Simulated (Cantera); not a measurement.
A perfectly stirred reactor is fed with H2 : O2 = 0.14 : 1 (molar parts), at 250 Pa; it is held at 1150 K, and followed from long to short residence time.

Cantera simulation using GRI-Mech 3.0 (53 species, 325 reactions); the numbers are that mechanism's predictions, not measurements. Radical loss at walls, strong at low pressure, is not modelled. The temperature is held fixed by assumption; the heat of reaction is taken as removed at once.

### Question
What does this change do: pressure from 250 Pa to 2670 Pa?

### Answer
```tsv
quantity	before	after
x(H2) at τ = 0.760 s	0.00217	0.000349
x(O2) at τ = 0.760 s	0.841	0.867
x(H2O) at τ = 0.760 s	0.119	0.130
x(H) at τ = 0.760 s	0.0101	0.000126
x(HO2) at τ = 0.760 s	1.37e-6	5.23e-6
x(H2) at τ = 32.0 ms	0.00828	0.00230
x(O2) at τ = 32.0 ms	0.807	0.858
x(H2O) at τ = 32.0 ms	0.0942	0.125
x(H) at τ = 32.0 ms	0.0353	0.00271
x(HO2) at τ = 32.0 ms	1.40e-6	1.25e-5
```
